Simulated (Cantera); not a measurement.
Input: 1 mol PbO, 0.027 mol O2, 0.16 mol H2, held at 1152 °C.

Equilibrium computed with Cantera from the NASA thermochemical tables; the gas is ideal and each condensed phase is pure. Candidate condensed phases: H2O, Pb, PbO, PbO2, Pb3O4; 12 gas species. Each liquid is taken as pure. Mutual solubility and eutectic melting of coexisting phases are not modelled. Gases not in the tables: (PbO)n polymers. Equilibrium is a limit: real reactors are often held back by kinetics, nucleation or transport.

Which condensed phases are stable at each of these points (P (Pa)): 10, 68, 460, 3200, 22000, 150000, 1000000?


```json
[
 {"P (Pa)": "10", "condensed phases": "gas only", "Pb condensed (%)": "0.0"},
 {"P (Pa)": "68", "condensed phases": "gas only", "Pb condensed (%)": "0.0"},
 {"P (Pa)": "460", "condensed phases": "gas only", "Pb condensed (%)": "0.0"},
 {"P (Pa)": "3200", "condensed phases": "Pb(l) + PbO(l)", "Pb condensed (%)": "86.5"},
 {"P (Pa)": "22000", "condensed phases": "Pb(l) + PbO(l)", "Pb condensed (%)": "98.9"},
 {"P (Pa)": "150000", "condensed phases": "Pb(l) + PbO(l)", "Pb condensed (%)": "99.8"},
 {"P (Pa)": "1000000", "condensed phases": "Pb(l) + PbO(l)", "Pb condensed (%)": "100.0"}
]
```

From 10.0 Pa to 4.60 mbar nothing is condensed. From 32.0 mbar to 10.0 bar the condensed part is Pb(l) + PbO(l).
